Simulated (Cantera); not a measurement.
An adiabatic, constant-pressure homogeneous reactor starts with CH4 : CO : O2 : N2 = 1 : 1.4 : 2.81 : 10.6 (molar parts), equivalence ratio 0.96, at 1698 K and 315 Torr.

Model: GRI-Mech 3.0 (53 species, 325 reactions), integrated in Cantera.

Problem. Predict: time of steepest temperature rise; temperature at 9.00 s; equilibrium temperature; x(CO) at 9.00 s; x(O2) at 9.00 s; x(H2O) at 9.00 s.

Solution. time of steepest temperature rise: 0.459 ms
temperature at 9.00 s: 2721 K
equilibrium temperature: 2721 K
x(CO) at 9.00 s: 0.0707 (gas-phase equilibrium 0.0707)
x(O2) at 9.00 s: 0.0343 (gas-phase equilibrium 0.0343)
x(H2O) at 9.00 s: 0.0957 (gas-phase equilibrium 0.0957)
